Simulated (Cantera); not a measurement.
Input: 1 mol Al, 11 mol HCl, held at 598.15 K and 4.30 mbar.

Method: chemical equilibrium by Gibbs-energy minimisation in Cantera with the NASA 1993 tables (ideal gas, pure condensed phases). Candidate condensed phases: Al, AlCl₃; 12 gas species. Kinetics and transport are ignored.

Base state: HCl 0.777, H₂ 0.146, AlCl₃ 0.0564, Al₂Cl₆ 0.0204 (mole fractions); condensed: gas only.

**Question.** What changes in the equilibrium state with this change: pressure from 4.30 mbar to 0.850 bar?

**Answer.** 
```json
[
 {"species": "HCl", "before": "0.777", "after": "0.798"},
 {"species": "H₂", "before": "0.146", "after": "0.150"},
 {"species": "Al₂Cl₆", "before": "0.0204", "after": "0.0468"},
 {"species": "AlCl₃", "before": "0.0564", "after": "0.00608"}
]
```
